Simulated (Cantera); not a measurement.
**Ignition delay**

Mixture: 22.7 % CH3OH, 16.2 % O2, 61.1 % N2, equivalence ratio 2.1, at 760 Torr, adiabatic and at constant volume. Ignition delay is the time to a rise of 400 K.

Cantera simulation using GRI-Mech 3.0 (53 species, 325 reactions); the numbers are that mechanism's predictions, not measurements. GRI-Mech 3.0 was tuned for natural gas; its chemistry of methanol as a main component is partial and can be far from experiment.

| T0 (K) | delay (ms) |
|---|---|
| 1100 | 48.3 |
| 1200 | 7.78 |
| 1300 | 1.69 |
| 1400 | 0.466 |
| 1500 | 0.158 |
| 1600 | 0.0636 |
| 1700 | 0.0293 |

The apparent activation energy between 1500 and 1700 K is 180 kJ/mol.
